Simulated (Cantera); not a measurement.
Hg + O₂ + N₂ (iron carbonyl, mercury and lead vapours)

Charge: 1 mol Hg, 0.77 mol O₂, a varied amount of N₂, held at 698.15 K and 1.60 bar.

Method: chemical equilibrium by Gibbs-energy minimisation in Cantera with the NASA 1993 tables (ideal gas, pure condensed phases). Candidate condensed phases: Hg, HgO; 10 gas species. Rates play no part.

```
n(N₂) (mol)  log p N₂  log p Hg  log p O₂  log p NO  log p NO₂
-----------  --------  --------  --------  --------  ---------
12               0.14     -0.93     -1.05     -6.63      -6.77
18               0.16     -1.09     -1.21     -6.70      -6.92
24               0.17     -1.21     -1.32     -6.75      -7.03
30               0.18     -1.30     -1.41     -6.79      -7.12
37               0.18     -1.38     -1.50     -6.83      -7.20
43               0.19     -1.45     -1.56     -6.86      -7.26
49               0.19     -1.50     -1.61     -6.89      -7.31
56               0.19     -1.56     -1.67     -6.92      -7.37
62               0.19     -1.60     -1.71     -6.94      -7.41
68               0.19     -1.64     -1.75     -6.96      -7.45
```
log p: log10 of the partial pressure in bar; nothing condenses.

From 12 mol N₂ to 68 mol N₂ nothing is condensed. The main Hg-bearing gas is Hg throughout.
